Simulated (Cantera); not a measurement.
Feed: 1 mol Si, 0.92 mol H2, at 1425 °C and 1.70 bar.

Cantera equilibrium calculation (NASA polynomials, part measured and part estimated; ideal gas, pure solids and liquids). Candidate condensed phases: Si; 9 gas species. Gases not in the tables: Si2H6 and higher silanes. The numbers say what is thermodynamically allowed, not how fast it happens.

Q: What is the equilibrium state?

A: 
```
Property        Result
----------  ----------
x(H2)            1.000
x(H)          0.000111
x(SiH2)        1.40e-5
x(SiH4)        2.13e-6
n(Si(l))     1.000 mol
gas amount  0.9201 mol
```
